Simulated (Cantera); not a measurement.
**Thermodynamics of nitride etching, feed Si₃N₄ + HCl + N₂**

Feed: 1 mol Si₃N₄, a varied amount of HCl, 0.42 mol N₂, equilibrated at 1875 K and 10.0 Torr.

These are equilibrium values from Cantera (NASA tables, ideal gas, pure condensed phases), not measurements of a reactor. Candidate condensed phases: NH₄Cl, Si, Si₃N₄; 28 gas species. The tables' values for SiCl₃, SiCl, SiN are old estimates; treat these amounts as uncertain. Gases not in the tables: Si₂H₆ and higher silanes. Rates play no part.

At 3.9 mol HCl the condensed part is Si(l). From 8.6 mol HCl to 37 mol HCl nothing is condensed. The main Si-bearing gas is SiCl₂ throughout.

```
n(HCl) (mol)  x HCl    x N₂    x H₂  x SiCl₂     x Cl  x SiCl₃  n Si(l)
------------  -----  ------  ------  -------  -------  -------  -------
3.9           0.140   0.382   0.236    0.232  0.00124  0.00285     1.50
8.6           0.230   0.219   0.273    0.266  0.00189  0.00497        0
13            0.442   0.157   0.200    0.186  0.00425  0.00781        0
18            0.572   0.119   0.154    0.138  0.00627  0.00852        0
23            0.651  0.0952   0.126    0.109  0.00788  0.00845        0
27            0.694  0.0822   0.111   0.0926  0.00898  0.00822        0
32            0.734  0.0702  0.0963   0.0780   0.0102  0.00785        0
37            0.764  0.0613  0.0857   0.0673   0.0112  0.00747        0
```
x: gas mole fraction; n: condensed amount in mol.
